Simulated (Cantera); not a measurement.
A perfectly stirred reactor is fed with H2 : O2 : N2 = 0.65 : 1 : 1.3 (molar parts), equivalence ratio 0.33, at 14000 Pa; it is held at 1348 K, and followed from long to short residence time.

Model: the H2/O2 subset of GRI-Mech 3.0, which has no nitrogen chemistry, integrated in Cantera. The temperature is held fixed by assumption; the heat of reaction is taken as removed at once.

x: mole fraction; the columns are a selection and need not sum to one.

```csv
τ (s),x H2,x O2,x O,x HO2,x H2O,x H2O2,x H
26,1.81e-5,0.257,?,4.96e-7,0.247,6.74e-8,7.42e-7
9.2,3.62e-5,0.257,?,9.42e-7,0.247,1.11e-7,2.13e-6
3.3,7.18e-5,0.257,?,1.76e-6,0.247,1.78e-7,6.03e-6
1.2,0.000141,0.257,?,3.18e-6,0.247,2.74e-7,1.68e-5
0.43,0.000277,0.257,?,5.59e-6,0.247,4.12e-7,4.77e-5
0.16,0.000531,0.256,?,9.10e-6,0.246,5.96e-7,0.000129
0.056,0.00105,0.256,?,1.41e-5,0.245,8.55e-7,0.000371
0.020,0.00202,0.255,?,1.98e-5,0.242,1.18e-6,0.00103
0.0072,0.00382,0.254,?,2.51e-5,0.238,1.54e-6,0.00280
```

Question: Complete the blanks.

Answer: 
- 26, x O: 2.04e-5
- 9.2, x O: 4.12e-5
- 3.3, x O: 8.30e-5
- 1.2, x O: 0.000165
- 0.43, x O: 0.000332
- 0.16, x O: 0.000648
- 0.056, x O: 0.00131
- 0.020, x O: 0.00258
- 0.0072, x O: 0.00499
